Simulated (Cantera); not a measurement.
Input: 1 mol Fe3O4, 190 mol H2, equilibrated at 700 K and 810 Pa.

Cantera equilibrium calculation (NASA polynomials, part measured and part estimated; ideal gas, pure solids and liquids). Candidate condensed phases: Fe, FeO, Fe(OH)2, Fe(OH)3, Fe2O3, Fe3O4, H2O; 12 gas species. Rates play no part.

Base state: H2 0.979, H2O 0.0211 (mole fractions); condensed: Fe(α).

### Question
What changes in the equilibrium state with this change: temperature from 700 K to 1975 K?

### Answer
| species | before | after |
|---|---|---|
| H2 | 0.979 | 0.949 |
| H2O | 0.0211 | 0.0205 |
| Fe | <1e-9 | 0.0154 |
| H | <1e-9 | 0.0148 |
| OH | <1e-9 | 3.05e-5 |
| Fe(α), mol | 3.00 | 0 |
